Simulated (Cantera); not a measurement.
Cantera run, input and output.

```python
import numpy as np
import cantera as ct

gas = ct.Solution("gri30.yaml")


def delay(T, t_max=10):
    gas.TPX = T, 100000, {'CH4': 1, 'CO': 0.24, 'O2': 3.79, 'N2': 23.5}
    reactor = ct.IdealGasConstPressureReactor(gas, clone=False)
    net = ct.ReactorNet([reactor])
    net.rtol, net.atol = 1e-8, 1e-16
    while net.time < t_max:
        t_old, T_old = net.time, reactor.T
        net.step()
        if reactor.T > T + 400:  # ignition: a rise of 400 K
            return t_old + (T + 400 - T_old) / (reactor.T - T_old) * (net.time - t_old)
    return np.nan


taus = []
for T in [1075, 1150, 1225, 1300, 1375, 1450, 1525, 1600, 1675]:
    taus.append(delay(T))
    print(f"T0 = {T:6g} K   tau = {taus[-1]:.4e} s")
```

It prints:

```
T0 =   1075 K   tau = 4.0571e-01 s
T0 =   1150 K   tau = 1.1927e-01 s
T0 =   1225 K   tau = 3.8720e-02 s
T0 =   1300 K   tau = 1.3772e-02 s
T0 =   1375 K   tau = 5.3657e-03 s
T0 =   1450 K   tau = 2.3072e-03 s
T0 =   1525 K   tau = 1.1059e-03 s
T0 =   1600 K   tau = 5.9121e-04 s
T0 =   1675 K   tau = 3.5005e-04 s
```

Computed with Cantera and GRI-Mech 3.0 (53 species, 325 reactions).
